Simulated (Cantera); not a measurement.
Input: 1 mol CH₃SiCl₃, 310 mol H₂, held at 5.60 mbar.

Equilibrium computed with Cantera from the NASA thermochemical tables; the gas is ideal and each condensed phase is pure. Candidate condensed phases: C, C₆H₆, C₇H₈, C₈H₁₈, Si, SiC; 109 gas species. The feed counts by its element totals alone. The numbers say what is thermodynamically allowed, not how fast it happens. All values below are at 1425 K.

Base state: H₂ 0.990, HCl 0.00957, H 9.07e-5 (mole fractions); condensed: SiC(s).

What changes in the equilibrium state with this change: H₂ from 310 to 3.1 mol?


```json
[
 {"species": "H₂", "before": "0.990", "after": "0.520"},
 {"species": "HCl", "before": "0.00957", "after": "0.470"},
 {"species": "SiCl₂", "before": "5.78e-6", "after": "0.00686"},
 {"species": "SiCl₄", "before": "<1e-9", "after": "0.00110"},
 {"species": "SiCl₃", "before": "1.72e-8", "after": "0.00139"},
 {"species": "SiC(s), mol", "before": "0.998", "after": "0.942"},
 {"species": "C(graphite), mol", "before": "0", "after": "0.0575"}
]
```
The tables' values for SiCl₃ are old estimates; treat these amounts as uncertain.
